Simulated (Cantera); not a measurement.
Feed: 1 mol B2O3, 1 mol N2, 16 mol H2, at 1.00 bar.

Equilibrium computed with Cantera from the NASA thermochemical tables; the gas is ideal and each condensed phase is pure. Candidate condensed phases: B, BN, B2O3, B3O3H3, H2O; 39 gas species. N2 is the only nitrogen source here; it is nearly inert below about 1500 K, so the nitride shown seldom forms there in practice. Mutual solubility and eutectic melting of coexisting phases are not modelled. Gases not in the tables: H3BO3. Equilibrium is a limit: real reactors are often held back by kinetics, nucleation or transport.

x: gas mole fraction; n: condensed amount in mol.

```csv
T (K),x H2,x N2,x HBO,x HBO2,x B2O3,x H,x H2O,n BN(s),n B2O3(l)
898,0.939,0.0576,3.77e-11,1.44e-7,<1e-12,1.06e-10,0.00363,0.0412,0.979
1048,0.939,0.0577,1.05e-8,4.01e-6,2.99e-11,7.49e-9,0.00345,0.0392,0.980
1198,0.939,0.0578,6.91e-7,4.60e-5,8.62e-9,1.84e-7,0.00324,0.0370,0.981
1348,0.939,0.0578,1.75e-5,0.000295,6.68e-7,2.24e-6,0.00302,0.0358,0.979
1498,0.938,0.0577,0.000227,0.00127,2.08e-5,1.66e-5,0.00282,0.0379,0.968
1648,0.934,0.0575,0.00182,0.00407,0.000336,8.60e-5,0.00264,0.0423,0.922
1798,0.915,0.0573,?,?,?,?,?,?,?
1948,0.854,0.0555,0.0303,0.0297,0.0219,0.00104,0.00386,0,0
2098,0.848,0.0554,?,0.0304,?,?,?,0,0
2248,0.839,0.0553,0.0370,0.0304,0.0166,0.00673,0.00822,0,0
2398,0.827,0.0550,0.0389,0.0297,0.0141,0.0143,0.0111,0,0
```

Problem. Complete the blanks.

Solution. 
- 1798, x HBO: 0.0101
- 1798, x HBO2: 0.0105
- 1798, x B2O3: 0.00333
- 1798, x H: 0.000337
- 1798, x H2O: 0.00243
- 1798, n BN(s): 0.0245
- 1798, n B2O3(l): 0.744
- 2098, x HBO: 0.0340
- 2098, x B2O3: 0.0192
- 2098, x H: 0.00283
- 2098, x H2O: 0.00581
